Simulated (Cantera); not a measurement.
# Adiabatic ignition

An adiabatic, constant-volume homogeneous reactor starts with 2.90 % C2H4, 16.7 % O2, 63.0 % N2, 17.4 % H2O, at 1650 K and 15.0 bar.

Cantera simulation using GRI-Mech 3.0 (53 species, 325 reactions); the numbers are that mechanism's predictions, not measurements. GRI-Mech 3.0 was tuned for natural gas; its chemistry of ethylene as a main component is partial and can be far from experiment. The pressure lies above the range GRI-Mech 3.0 was tuned for (to about 10 atm).

```csv
t (s),T (K),P (bar),x C2H4,x O2,x H2O,x NO,x CO
2.00e-6,1799,16.5,0.0146,0.148,0.183,2.73e-8,0.0118
6.32e-6,2673,24.5,<1e-12,0.0790,0.221,7.88e-5,0.00461
2.00e-5,2683,24.6,<1e-12,0.0783,0.221,0.000418,0.00355
6.32e-5,2681,24.5,<1e-12,0.0778,0.222,0.00146,0.00353
0.000200,2675,24.5,<1e-12,0.0764,0.222,0.00436,0.00348
0.000632,2664,24.4,<1e-12,0.0736,0.222,0.0103,0.00338
0.00200,2655,24.3,<1e-12,0.0713,0.222,0.0149,0.00330
0.00632,2654,24.3,<1e-12,0.0711,0.222,0.0153,0.00330
0.0200,2654,24.3,<1e-12,0.0711,0.222,0.0153,0.00330
0.0632,2654,24.3,<1e-12,0.0711,0.222,0.0153,0.00330
0.200,2654,24.3,<1e-12,0.0711,0.222,0.0153,0.00330
0.632,2654,24.3,<1e-12,0.0711,0.222,0.0153,0.00330
2.00,2654,24.3,<1e-12,0.0711,0.222,0.0153,0.00330
```
x: mole fraction; the columns are a selection and need not sum to one.

| Item | Value |
|---|---|
| time of steepest temperature rise | 2.45 µs |
| temperature at 2.00 s | 2654 K |
| equilibrium temperature | 2654 K |
| x(C2H4) at 2.00 s | <1e-12 (gas-phase equilibrium <1e-12) |
| x(O2) at 2.00 s | 0.0711 (gas-phase equilibrium 0.0711) |
| x(H2O) at 2.00 s | 0.222 (gas-phase equilibrium 0.222) |
